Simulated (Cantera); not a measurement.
A closed system holds: 1 mol Si, 9.6 mol F2, 22 mol H2, held at 90.0 Pa.

Equilibrium computed with Cantera from the NASA thermochemical tables; the gas is ideal and each condensed phase is pure. Candidate condensed phases: Si; 25 gas species. Rates play no part.

Problem. At 923 K, list the 3 most abundant gas species with their mole fractions, and the condensed phases.

Solution. HF 0.497, H2 0.471, SiF4 0.0327. Condensed: gas only.
